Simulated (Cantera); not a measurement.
An isothermal, constant-pressure homogeneous reactor starts with H₂ : O₂ = 0.017 : 1 (molar parts), equivalence ratio 0.0085, at 1425 K and 20.0 Torr.

Detailed kinetics in Cantera: GRI-Mech 3.0 (53 species, 325 reactions). Radical loss at walls, strong at low pressure, is not modelled.

One state of this run: x H₂ = 6.89e-8; x O₂ = 0.983; x O = 8.48e-6; x H₂O = 0.0168; x OH = 5.89e-5; x H₂O₂ = 3.59e-10. x: mole fraction; the columns are a selection and need not sum to one.

Task: Which value of t (s) does it belong to?
A. 0.0186
B. 50.0
C. 0.134
D. 5.00e-5

Result: B, 50.0
